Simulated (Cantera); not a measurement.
Input (Python, Cantera) and output of one run.

```python
import numpy as np
import cantera as ct

gas_names = [...]  # 110 gases of nasa_gas.yaml made of C, H, O
cond_names = """
    C(gr) C6H6(L) C7H8(L) C8H18(L),n-octa H2O(s) H2O(L)
""".split()


# ... load() reads the species with a 1 bar reference pressure and builds the phases ...
atoms = {
    'acetone': {'C': 3, 'H': 6, 'O': 1},
    'H2O': {'H': 2, 'O': 1},
    'H2': {'H': 2},
}
top_T = {'C(gr)': 4500}  # K; cautious upper limits of use, not melting points


# ... equilibrate(T, P, feed) seeds the gas with the atoms and calls Mixture.equilibrate('TP', solver="vcs", rtol=1e-11, max_steps=5000) ...
results = []
feed = {'acetone': 1, 'H2O': 0.68, 'H2': 14}  # mol
for P in [10, 72, 520, 3700, 27000, 190000, 1400000, 10000000]:
    for T in [900, 975, 1050, 1125, 1200, 1275, 1350, 1425, 1500]:
        mix = equilibrate(T, P, feed)
        results.append((T, P, feed, dict(zip(mix.species_names, mix.species_moles))))

for T, P, feed, n in results:
    print(f"{T:7g} {P:10.4g}  " + (" + ".join(c for c in cond_names if n.get(c, 0) > 1e-12) or "gas only"))
```

It prints:

```
    900         10  C(gr)
    975         10  C(gr)
   1050         10  C(gr)
   1125         10  C(gr)
   1200         10  C(gr)
   1275         10  C(gr)
   1350         10  C(gr)
   1425         10  C(gr)
   1500         10  C(gr)
    900         72  C(gr)
    975         72  C(gr)
   1050         72  C(gr)
   1125         72  C(gr)
   1200         72  C(gr)
   1275         72  C(gr)
   1350         72  C(gr)
   1425         72  C(gr)
   1500         72  C(gr)
    900        520  C(gr)
    975        520  C(gr)
   1050        520  C(gr)
   1125        520  C(gr)
   1200        520  C(gr)
   1275        520  C(gr)
   1350        520  C(gr)
   1425        520  C(gr)
   1500        520  C(gr)
    900       3700  C(gr)
    975       3700  C(gr)
   1050       3700  C(gr)
   1125       3700  C(gr)
   1200       3700  C(gr)
   1275       3700  C(gr)
   1350       3700  C(gr)
   1425       3700  C(gr)
   1500       3700  C(gr)
    900    2.7e+04  C(gr)
    975    2.7e+04  C(gr)
   1050    2.7e+04  C(gr)
   1125    2.7e+04  C(gr)
   1200    2.7e+04  C(gr)
   1275    2.7e+04  C(gr)
   1350    2.7e+04  C(gr)
   1425    2.7e+04  C(gr)
   1500    2.7e+04  C(gr)
    900    1.9e+05  gas only
    975    1.9e+05  gas only
   1050    1.9e+05  C(gr)
   1125    1.9e+05  C(gr)
   1200    1.9e+05  C(gr)
   1275    1.9e+05  C(gr)
   1350    1.9e+05  C(gr)
   1425    1.9e+05  C(gr)
   1500    1.9e+05  C(gr)
    900    1.4e+06  gas only
    975    1.4e+06  gas only
   1050    1.4e+06  gas only
   1125    1.4e+06  gas only
   1200    1.4e+06  gas only
   1275    1.4e+06  gas only
   1350    1.4e+06  C(gr)
   1425    1.4e+06  C(gr)
   1500    1.4e+06  C(gr)
    900      1e+07  gas only
    975      1e+07  gas only
   1050      1e+07  gas only
   1125      1e+07  gas only
   1200      1e+07  gas only
   1275      1e+07  gas only
   1350      1e+07  gas only
   1425      1e+07  gas only
   1500      1e+07  gas only
```

Cantera equilibrium calculation (NASA polynomials, part measured and part estimated; ideal gas, pure solids and liquids). The feed counts by its element totals alone. The ideal-gas law is rough above about 30 bar.
